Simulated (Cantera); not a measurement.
Charge: 1 mol AlN, 150 mol H2, 2.9 mol N2, held at 1650 K and 13.3 mbar.

These are equilibrium values from Cantera (NASA tables, ideal gas, pure condensed phases), not measurements of a reactor. Candidate condensed phases: Al, AlN; 13 gas species. Equilibrium is a limit: real reactors are often held back by kinetics, nucleation or transport.

Base state: H2 0.980, N2 0.0190, H 0.000779, Al 3.01e-5 (mole fractions); condensed: AlN(s).

### Question
What changes in the equilibrium state with this change: AlN replaced by BN?

### Answer
```
species        before     after
-----------  --------  --------
H2              0.980     0.980
N2             0.0190    0.0190
H            0.000779  0.000779
Al            3.01e-5         0
AlN(s), mol     0.995         0
BN(s), mol          0     1.000
```
Further candidate phases: B, BN.
